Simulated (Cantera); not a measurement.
Feed: 1 mol Cu₂O, 2.4 mol C, 0.32 mol H₂, equilibrated at 0.100 bar.

Method: chemical equilibrium by Gibbs-energy minimisation in Cantera with the NASA 1993 tables (ideal gas, pure condensed phases). Candidate condensed phases: C, C₆H₆, C₇H₈, C₈H₁₈, Cu, CuO, Cu(OH)₂, Cu₂O, H₂O; 113 gas species. The numbers say what is thermodynamically allowed, not how fast it happens. All values below are at 2548 K.

Base state: Cu 0.590, CO 0.298, H₂ 0.0804, H 0.0277, Cu₂ 0.00261, C₂H₂ (acetylene) 0.00106, C₂H 2.90e-5, C₃ 1.03e-5 (mole fractions); condensed: C(graphite).

What changes in the equilibrium state with this change: Cu₂O replaced by Ta₂O₅?


| species | before | after |
|---|---|---|
| CO | 0.298 | 0.857 |
| H₂ | 0.0804 | 0.0982 |
| H | 0.0277 | 0.0307 |
| Cu | 0.590 | 0 |
| TaO₂ | 0 | 0.00949 |
| Cu₂ | 0.00261 | 0 |
| TaO | 0 | 0.00243 |
| C(graphite), mol | 1.39 | 0 |
| Ta(s), mol | 0 | 0.953 |
| Ta₂O₅(l), mol | 0 | 0.507 |
Mutual solubility and eutectic melting of coexisting phases are not modelled. Condensed phases not in the tables: Ta₂C, N, O or C dissolved in the metal. Further candidate phases: Ta, TaC, Ta₂O₅.
